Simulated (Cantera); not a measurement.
A closed system holds: 1 mol SiH4, 0.16 mol HCl, 160 mol H2, equilibrated at 0.0220 bar.

Equilibrium computed with Cantera from the NASA thermochemical tables; the gas is ideal and each condensed phase is pure. Candidate condensed phases: Si; 19 gas species. Gases not in the tables: Si2H6 and higher silanes. Kinetics and transport are ignored.

x: gas mole fraction; n: condensed amount in mol.

```json
[
 {"T (K)": "1398", "x H2": "0.999", "x H": "…", "x HCl": "0.000981", "x Si": "3.54e-8", "n Si(s)": "0.999", "n Si(l)": "0"},
 {"T (K)": "1448", "x H2": "0.999", "x H": "…", "x HCl": "0.000981", "x Si": "1.33e-7", "n Si(s)": "0.999", "n Si(l)": "0"},
 {"T (K)": "1498", "x H2": "0.999", "x H": "…", "x HCl": "0.000980", "x Si": "4.56e-7", "n Si(s)": "0.999", "n Si(l)": "0"},
 {"T (K)": "1548", "x H2": "0.999", "x H": "…", "x HCl": "0.000980", "x Si": "1.44e-6", "n Si(s)": "0.999", "n Si(l)": "0"},
 {"T (K)": "1598", "x H2": "0.999", "x H": "…", "x HCl": "0.000979", "x Si": "4.25e-6", "n Si(s)": "0.998", "n Si(l)": "0"},
 {"T (K)": "1648", "x H2": "0.998", "x H": "…", "x HCl": "0.000979", "x Si": "1.17e-5", "n Si(s)": "0.996", "n Si(l)": "0"},
 {"T (K)": "1698", "x H2": "0.998", "x H": "…", "x HCl": "0.000978", "x Si": "2.99e-5", "n Si(s)": "0", "n Si(l)": "0.991"},
 {"T (K)": "1748", "x H2": "0.997", "x H": "…", "x HCl": "0.000977", "x Si": "6.62e-5", "n Si(s)": "0", "n Si(l)": "0.983"}
]
```

Task: Fill in the missing entries.

Result: 
- 1398, x H: 3.19e-5
- 1448, x H: 6.21e-5
- 1498, x H: 0.000116
- 1548, x H: 0.000207
- 1598, x H: 0.000359
- 1648, x H: 0.000600
- 1698, x H: 0.000974
- 1748, x H: 0.00154
